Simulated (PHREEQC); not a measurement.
A made-up water analysis in mg/L, 25 °C, pH 6.2, pe -0.8:

```tsv
constituent	mg/L
Na	0.00371
K	0.00554
Ca	0.0224
Mg	0.00213
Cl	0.00522
S(6) as SO4	0.00847
Alkalinity as HCO3	0.0763
Zn	8.22e-05
F	4.91e-05
Si as SiO2	9.59e-05
```

Valence states are taken as typed.

Computed with PHREEQC (ion-association model, phreeqc.dat).

Precipitation was switched off in this run.

Task: Predict the ionic strength.

Result: ionic strength 2.96e-6 mol/kgw.

Task: In which forms is C present?

Result: CO2 59 %, HCO3- 41 % of the C.

SiF6-2 is the database's only silicon fluoride.
